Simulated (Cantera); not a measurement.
# Adiabatic ignition

An adiabatic, constant-volume homogeneous reactor starts with 6.74 % CO, 1.62 % H2, 10.2 % O2, 76.1 % N2, 5.32 % CO2, at 1400 K and 500000 Pa.

Detailed kinetics in Cantera: GRI-Mech 3.0 (53 species, 325 reactions). The hydrogen kinetics of GRI-Mech 3.0 are dated; newer H2 mechanisms differ, most at raised pressure.

```
t (s)     T (K)  P (bar)      x CO      x H2    x O2     x H2O     x N2O
--------  -----  -------  --------  --------  ------  --------  --------
2.00e-6    1400     5.00    0.0674    0.0162   0.102   8.43e-8  1.24e-12
4.43e-6    1400     5.00    0.0674    0.0162   0.102   1.25e-6  1.47e-11
9.80e-6    1401     5.00    0.0673    0.0160   0.102  0.000122   1.32e-9
2.17e-5    1593     5.63    0.0549  0.000695  0.0857    0.0141   7.93e-7
4.80e-5    1878     6.53    0.0260  0.000401  0.0722    0.0146   3.20e-6
0.000106   2066     7.11   0.00869  0.000172  0.0654    0.0155   3.86e-6
0.000235   2131     7.31   0.00290   6.12e-5  0.0633    0.0161   2.44e-6
0.000521   2151     7.37   0.00113   2.67e-5  0.0627    0.0164   1.17e-6
0.00115    2155     7.38  0.000821   2.10e-5  0.0626    0.0165   9.31e-7
0.00255    2155     7.38  0.000811   2.09e-5  0.0626    0.0165   9.24e-7
0.00565    2155     7.38  0.000810   2.08e-5  0.0626    0.0165   9.23e-7
0.0125     2154     7.38  0.000807   2.08e-5  0.0624    0.0165   9.21e-7
0.0277     2153     7.37  0.000802   2.06e-5  0.0622    0.0165   9.17e-7
0.0612     2150     7.36  0.000791   2.04e-5  0.0618    0.0165   9.10e-7
0.136      2146     7.35  0.000774   2.00e-5  0.0610    0.0165   9.00e-7
0.300      2142     7.33  0.000755   1.96e-5  0.0602    0.0165   8.92e-7
```
x: mole fraction; the columns are a selection and need not sum to one.

| Item | Value |
|---|---|
| time of steepest temperature rise | 16.9 µs |
| temperature at 0.300 s | 2142 K |
| equilibrium temperature | 2139 K |
| x(CO) at 0.300 s | 0.000755 (gas-phase equilibrium 0.000745) |
| x(H2) at 0.300 s | 1.96e-5 (gas-phase equilibrium 1.94e-5) |
| x(O2) at 0.300 s | 0.0602 (gas-phase equilibrium 0.0597) |
